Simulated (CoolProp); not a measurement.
Ethylene along the isobar 2040 kPa: density (kg/m³) from the reference equation and from simpler models built on Tc = 282.4 K, pc = 5042 kPa, ω = 0.087; each cubic takes its own stable root.

Computed with CoolProp (reference Helmholtz-energy equation of state, Smukala 2000).

| T (K) | phase | reference | van der Waals | Redlich-Kwong | Soave-Redlich-Kwong | Peng-Robinson |
|---|---|---|---|---|---|---|
| 200.4 | liquid | ___ | 344.0 | 497.2 | 500.6 | 566.4 |
| 206.6 | liquid | 513.0 | 337.0 | 485.2 | ___ | 553.6 |
| 212.8 | liquid | 502.3 | 329.4 | 472.4 | 476.7 | 539.8 |
| 219 | liquid | 491.2 | ___ | ___ | 463.5 | 525.1 |
| 225.2 | liquid | 479.3 | 312.2 | 444.2 | 449.3 | 509.1 |
| 231.4 | liquid | 466.7 | 39.60 | 428.4 | 433.9 | 491.7 |
| 237.6 | liquid | 452.9 | 37.51 | 410.9 | 416.8 | 472.3 |
| 243.9 | liquid | 437.4 | 35.69 | 38.25 | 397.1 | 450.0 |
| 250.1 | gas | 36.59 | 34.13 | 36.08 | 36.29 | 37.08 |
| 256.3 | gas | ___ | 32.74 | 34.26 | 34.40 | ___ |
| 262.5 | gas | 32.85 | 31.49 | 32.69 | 32.78 | ___ |
| 268.7 | gas | 31.39 | 30.36 | 31.31 | 31.37 | 31.97 |

### Question
Fill in the missing entries.

### Answer

- 200.4, reference: 523.2
- 206.6, Soave-Redlich-Kwong: 489.0
- 219, van der Waals: 321.2
- 219, Redlich-Kwong: 458.9
- 256.3, reference: 34.55
- 256.3, Peng-Robinson: 35.12
- 262.5, Peng-Robinson: 33.44

At some of these states van der Waals, Redlich-Kwong gives the other phase, because its saturation line lies elsewhere.
